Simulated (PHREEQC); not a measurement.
## Alkaline etch or developer (model solution)

Make-up at 25 °C: 0.045 mol/kgw NaOH, 0.00061 mol/kgw CO2 and 0.0013 mol/kgw K2CO3. Closed to the air; pH follows from the charge balance.

Model: ion-association model, wateq4f.dat, run in PHREEQC.

This is a speciation only: nothing precipitates in the calculation.

Q: Predict the pH.

A: pH 12.55.

Q: In which forms is Na present?

A: Na+ 99 %, NaCO3- 1.2 % of the Na.
